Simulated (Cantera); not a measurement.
Charge: 1 mol Al, 0.47 mol O2, 88 mol H2, at 850 K and 6.60 Torr.

Method: chemical equilibrium by Gibbs-energy minimisation in Cantera with the NASA 1993 tables (ideal gas, pure condensed phases). Candidate condensed phases: Al, Al2O3, H2O; 19 gas species. Rates play no part.

Base state: H2 1.00 (mole fractions); condensed: Al(s) + Al2O3(s).

What changes in the equilibrium state with this change: temperature from 850 K to 1875 K?


```
species        before    after
-------------  ------  -------
H2               1.00    0.989
H               <1e-9  0.00695
Al              <1e-9  0.00256
Al2O            <1e-9  0.00118
AlH             <1e-9  8.94e-5
Al(s), mol      0.373        0
Al2O3(s), mol   0.313    0.277
```
The tables' values for AlOH are old estimates; treat these amounts as uncertain.
